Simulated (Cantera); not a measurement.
Equilibrium for calcination and drying: CsOH + H2O + H2

Feed: 1 mol CsOH, 0.13 mol H2O, 0.15 mol H2, at 13.3 mbar.

Cantera equilibrium calculation (NASA polynomials, part measured and part estimated; ideal gas, pure solids and liquids). Candidate condensed phases: Cs, CsOH, H2O; 15 gas species. Rates play no part.

| T (K) | x CsOH | x H2O | x Cs | x H2 | x O2 |
|---|---|---|---|---|---|
| 1373 | 0.614 | 0.216 | 0.120 | 0.0500 | 1.22e-10 |
| 1473 | 0.580 | 0.239 | 0.145 | 0.0365 | 5.52e-9 |
| 1573 | 0.553 | 0.258 | 0.164 | 0.0254 | 1.78e-7 |
| 1673 | 0.532 | 0.272 | 0.179 | 0.0170 | 4.36e-6 |
| 1773 | 0.516 | 0.282 | 0.190 | 0.0111 | 8.33e-5 |
| 1873 | 0.500 | 0.288 | 0.201 | 0.00765 | 0.00114 |
| 1973 | 0.460 | 0.295 | 0.225 | 0.00700 | 0.00734 |
| 2073 | 0.387 | 0.303 | 0.268 | 0.00914 | 0.0199 |
x: gas mole fraction; nothing condenses.

From 1373 K to 2073 K nothing is condensed. The main Cs-bearing gas is CsOH throughout.
